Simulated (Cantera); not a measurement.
## Equilibrium for silicon carbide growth: SiCl₄ + C₂H₄ + H₂ + HCl

A closed system holds: 1 mol SiCl₄, 0.33 mol C₂H₄, 4.6 mol H₂, 0.03 mol HCl, equilibrated at 1.30 mbar.

Method: chemical equilibrium by Gibbs-energy minimisation in Cantera with the NASA 1993 tables (ideal gas, pure condensed phases). Candidate condensed phases: C, C₆H₆, C₇H₈, C₈H₁₈, Si, SiC; 109 gas species. The tables' values for SiCl₃ are old estimates; treat these amounts as uncertain. Kinetics and transport are ignored.

```json
[
 {"T (°C)": "652", "log p H₂": "-3.05", "log p HCl": "-3.54", "log p SiCl₄": "-3.91", "log p SiCl₂": "-7.59", "log p SiCl₃": "-6.55", "log p SiHCl₃": "-5.86", "log p CH₄": "-6.75", "n C(graphite)": "0.300", "n SiC(s)": "0.359"},
 {"T (°C)": "702", "log p H₂": "-3.08", "log p HCl": "-3.43", "log p SiCl₄": "-4.01", "log p SiCl₂": "-7.07", "log p SiCl₃": "-6.26", "log p SiHCl₃": "-5.90", "log p CH₄": "-7.07", "n C(graphite)": "0.184", "n SiC(s)": "0.476"},
 {"T (°C)": "752", "log p H₂": "-3.12", "log p HCl": "-3.34", "log p SiCl₄": "-4.13", "log p SiCl₂": "-6.63", "log p SiCl₃": "-6.04", "log p SiHCl₃": "-5.97", "log p CH₄": "-7.37", "n C(graphite)": "0.0637", "n SiC(s)": "0.596"},
 {"T (°C)": "802", "log p H₂": "-3.13", "log p HCl": "-3.30", "log p SiCl₄": "-4.22", "log p SiCl₂": "-6.11", "log p SiCl₃": "-5.77", "log p SiHCl₃": "-5.96", "log p CH₄": "-7.82", "n C(graphite)": "0", "n SiC(s)": "0.660"},
 {"T (°C)": "852", "log p H₂": "-3.14", "log p HCl": "-3.29", "log p SiCl₄": "-4.26", "log p SiCl₂": "-5.52", "log p SiCl₃": "-5.43", "log p SiHCl₃": "-5.86", "log p CH₄": "-8.40", "n C(graphite)": "0", "n SiC(s)": "0.660"},
 {"T (°C)": "902", "log p H₂": "-3.15", "log p HCl": "-3.28", "log p SiCl₄": "-4.34", "log p SiCl₂": "-5.04", "log p SiCl₃": "-5.19", "log p SiHCl₃": "-5.83", "log p CH₄": "-8.87", "n C(graphite)": "0", "n SiC(s)": "0.660"},
 {"T (°C)": "952", "log p H₂": "-3.16", "log p HCl": "-3.27", "log p SiCl₄": "-4.49", "log p SiCl₂": "-4.70", "log p SiCl₃": "-5.05", "log p SiHCl₃": "-5.89", "log p CH₄": "-9.19", "n C(graphite)": "0", "n SiC(s)": "0.660"},
 {"T (°C)": "1002", "log p H₂": "-3.17", "log p HCl": "-3.25", "log p SiCl₄": "-4.73", "log p SiCl₂": "-4.49", "log p SiCl₃": "-5.01", "log p SiHCl₃": "-6.04", "log p CH₄": "-9.39", "n C(graphite)": "0", "n SiC(s)": "0.660"},
 {"T (°C)": "1052", "log p H₂": "-3.18", "log p HCl": "-3.24", "log p SiCl₄": "-5.03", "log p SiCl₂": "-4.37", "log p SiCl₃": "-5.07", "log p SiHCl₃": "-6.26", "log p CH₄": "-9.50", "n C(graphite)": "0", "n SiC(s)": "0.660"},
 {"T (°C)": "1102", "log p H₂": "-3.18", "log p HCl": "-3.23", "log p SiCl₄": "-5.37", "log p SiCl₂": "-4.30", "log p SiCl₃": "-5.17", "log p SiHCl₃": "-6.51", "log p CH₄": "-9.56", "n C(graphite)": "0", "n SiC(s)": "0.660"},
 {"T (°C)": "1152", "log p H₂": "-3.19", "log p HCl": "-3.23", "log p SiCl₄": "-5.71", "log p SiCl₂": "-4.27", "log p SiCl₃": "-5.29", "log p SiHCl₃": "-6.78", "log p CH₄": "-9.59", "n C(graphite)": "0", "n SiC(s)": "0.660"}
]
```
log p: log10 of the partial pressure in bar; n: condensed amount in mol.

From 652 °C to 752 °C the condensed part is C(graphite) + SiC(s). From 802 °C to 1152 °C the condensed part is SiC(s). The main Si-bearing gas is SiCl₄ at 652 °C and SiCl₂ at 1152 °C.
